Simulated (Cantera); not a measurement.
# Thermodynamics of fluorocarbon and chlorocarbon gases, feed CH2F2 + H2

Feed: 1 mol CH2F2, a varied amount of H2, at 375 °C and 7.50 Torr.

Cantera equilibrium calculation (NASA polynomials, part measured and part estimated; ideal gas, pure solids and liquids). Candidate condensed phases: C, C6H6, C7H8, C8H18; 95 gas species. Equilibrium is a limit: real reactors are often held back by kinetics, nucleation or transport.

```
n(H2) (mol)  log p H2  log p HF  log p CH4  log p H2F2  log p C2H6  n C(graphite)
-----------  --------  --------  ---------  ----------  ----------  -------------
0.83            -2.58     -2.14      -3.73       -7.85      -10.66          0.948
1.1             -2.51     -2.18      -3.58       -7.92      -10.43          0.920
1.5             -2.43     -2.23      -3.43       -8.02      -10.21          0.874
2.1             -2.36     -2.29      -3.29       -8.15      -10.00          0.799
2.8             -2.31     -2.35      -3.18       -8.27       -9.84          0.705
3.9             -2.26     -2.44      -3.08       -8.44       -9.69          0.551
5.3             -2.22     -2.52      -3.01       -8.61       -9.58          0.347
7.2             -2.19     -2.62      -2.95       -8.80       -9.48         0.0652
9.7             -2.14     -2.73      -3.03       -9.02       -9.70              0
13              -2.10     -2.85      -3.15       -9.26       -9.97              0
18              -2.07     -2.98      -3.28       -9.52      -10.26              0
```
log p: log10 of the partial pressure in bar; n: condensed amount in mol.

From 0.83 mol H2 to 7.2 mol H2 the condensed part is C(graphite). From 9.7 mol H2 to 18 mol H2 nothing is condensed. The main C-bearing gas is CH4 throughout.
